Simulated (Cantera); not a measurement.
A perfectly stirred reactor is fed with 22.7 % NH3, 77.3 % H2, at 10.00 Torr; it is held at 1975 K, and followed from long to short residence time.

Detailed kinetics in Cantera: the gas-phase N/H chemistry of the illustrative SiF4/NH3 mechanism in the Surface Chemkin manual (1991). Walls and surfaces, which speed up NH3 decomposition in real reactors, are not modelled.

x: mole fraction; the columns are a selection and need not sum to one.

```
τ (s)     x NH3   x H2    x N2H2     x NH2      x N2     x NH       x N
-------  ------  -----  --------  --------  --------  -------  --------
6.1      0.0623  0.869   3.54e-7  0.000214    0.0671  8.73e-6   1.16e-6
1.2       0.146  0.820   9.90e-7  0.000384    0.0328  1.18e-5   1.18e-6
0.22      0.207  0.784   1.43e-6  0.000475   0.00819  1.27e-5   1.10e-6
0.043     0.224  0.774       ___       ___       ___      ___       ___
0.0082    0.227  0.773   1.21e-7  0.000181   2.20e-5  1.72e-6   5.30e-8
0.0016    0.227  0.773       ___       ___       ___      ___  4.39e-10
0.00030   0.227  0.773  8.55e-11   6.89e-6  4.07e-10  2.36e-9  2.65e-12
```

Q: What belongs in the gaps?

A: 
- 0.043, x N2H2: 1.09e-6
- 0.043, x NH2: 0.000435
- 0.043, x N2: 0.00117
- 0.043, x NH: 9.84e-6
- 0.043, x N: 7.20e-7
- 0.0016, x N2H2: 3.11e-9
- 0.0016, x NH2: 3.66e-5
- 0.0016, x N2: 9.99e-8
- 0.0016, x NH: 7.04e-8
